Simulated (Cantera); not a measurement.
Input: 1 mol Cu, 12 mol HF, held at 523.15 K and 7.80 mbar.

Method: chemical equilibrium by Gibbs-energy minimisation in Cantera with the NASA 1993 tables (ideal gas, pure condensed phases). Candidate condensed phases: Cu, CuF2; 15 gas species. Kinetics and transport are ignored.

Base state: HF 1.000 (mole fractions); condensed: Cu(s).

**Question.** What changes in the equilibrium state with this change: temperature from 523.15 K to 1375 K?

**Answer.** 
| species | before | after |
|---|---|---|
| HF | 1.000 | 0.998 |
| CuF | <1e-9 | 0.00108 |
| H2 | <1e-9 | 0.000540 |
| Cu | <1e-9 | 0.000105 |
| Cu(s), mol | 1.00 | 0 |
| Cu(l), mol | 0 | 0.986 |
